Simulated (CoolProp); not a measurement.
Ammonia at 298.15 K and 0.346 MPa is throttled through a valve to 0.0185 MPa with no heat exchange. Each further row changes one setting.

Computed with CoolProp (reference Helmholtz-energy equation of state, Gao 2020).

```csv
case,temperature change (K),final density (kg/m³)
as stated,-9.8,0.132
outlet pressure 0.00555 MPa,?,?
outlet pressure 0.024 MPa,-9.6,?
```

Task: Fill in the missing entries.

Result: 
- outlet pressure 0.00555 MPa, temperature change (K): -10.2
- outlet pressure 0.00555 MPa, final density (kg/m³): 0.0395
- outlet pressure 0.024 MPa, final density (kg/m³): 0.171
